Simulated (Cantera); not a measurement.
# Adiabatic ignition

An adiabatic, constant-volume homogeneous reactor starts with 17.4 % CH₄, 17.4 % O₂, 65.3 % N₂, equivalence ratio 2.0, at 1375 K and 1.90 bar.

Detailed kinetics in Cantera: GRI-Mech 3.0 (53 species, 325 reactions).

```csv
t (s),T (K),P (bar),x CH₄,x O₂,x C₂H,x CH₂O,x CH₂
4.00e-6,1375,1.90,0.174,0.174,<1e-12,2.61e-9,<1e-12
1.44e-5,1375,1.90,0.174,0.174,<1e-12,3.74e-8,<1e-12
5.17e-5,1375,1.90,0.174,0.174,<1e-12,6.59e-7,<1e-12
0.000186,1375,1.90,0.174,0.174,<1e-12,1.51e-5,1.30e-11
0.000667,1376,1.90,0.173,0.173,<1e-12,0.000169,5.98e-11
0.00240,1395,1.93,0.169,0.171,<1e-12,0.00126,5.33e-10
0.00862,2699,4.41,1.20e-10,3.17e-5,<1e-12,3.69e-8,1.68e-11
0.0310,2699,4.41,1.20e-10,3.17e-5,<1e-12,3.69e-8,1.68e-11
0.111,2699,4.41,1.20e-10,3.17e-5,<1e-12,3.69e-8,1.68e-11
0.400,2699,4.41,1.20e-10,3.17e-5,<1e-12,3.69e-8,1.68e-11
```
x: mole fraction; the columns are a selection and need not sum to one.

```yaml
time_of_steepest_temperature_rise: 3.75 ms
temperature at 0.400 s: 2699 K
equilibrium_temperature: 2699 K
x(CH₄) at 0.400 s: 1.20e-10 (gas-phase equilibrium 1.35e-10)
x(O₂) at 0.400 s: 3.17e-5 (gas-phase equilibrium 3.17e-5)
x(C₂H) at 0.400 s: <1e-12 (gas-phase equilibrium <1e-12)
```
